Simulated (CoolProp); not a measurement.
Properties of cyclopentane along the isotherm 550 K (Tc = 511.7 K, pc = 45.83 bar, ω = 0.202).

Computed with CoolProp (reference Helmholtz-energy equation of state, Gedanitz 2015).

| p (bar) | phase | cv (kJ/(kg K)) | Joule-Thomson coefficient (K/MPa) | expansivity (1/kK) | fugacity coefficient |
|---|---|---|---|---|---|
| 7.16 | gas | 2.252 | 5.924 | 2.115 | 0.9569 |
| 14.3 | gas | 2.263 | 6.288 | 2.493 | 0.9148 |
| 21.5 | gas | 2.276 | 6.721 | 2.996 | 0.8732 |
| 28.6 | gas | 2.290 | 7.231 | 3.675 | 0.8329 |
| 35.8 | gas | 2.307 | 7.854 | 4.671 | 0.7926 |
| 43 | gas | 2.327 | 8.596 | 6.218 | 0.7528 |
| 50.1 | supercritical | 2.350 | 9.385 | 8.775 | 0.7138 |
| 57.3 | supercritical | 2.377 | 9.866 | 13.23 | 0.6744 |
| 64.4 | supercritical | 2.402 | 9.168 | 18.95 | 0.6357 |
| 71.6 | supercritical | 2.411 | 7.133 | 20.44 | 0.5978 |
| 78.8 | supercritical | 2.403 | 4.868 | 15.42 | 0.5630 |
| 85.9 | supercritical | 2.391 | 3.356 | 10.99 | 0.5327 |
| 93.1 | supercritical | 2.382 | 2.438 | 8.343 | 0.5060 |
| 100 | supercritical | 2.375 | 1.885 | 6.801 | 0.4837 |
| 107 | supercritical | 2.369 | 1.505 | 5.771 | 0.4639 |
| 115 | supercritical | 2.364 | 1.201 | 4.964 | 0.4441 |
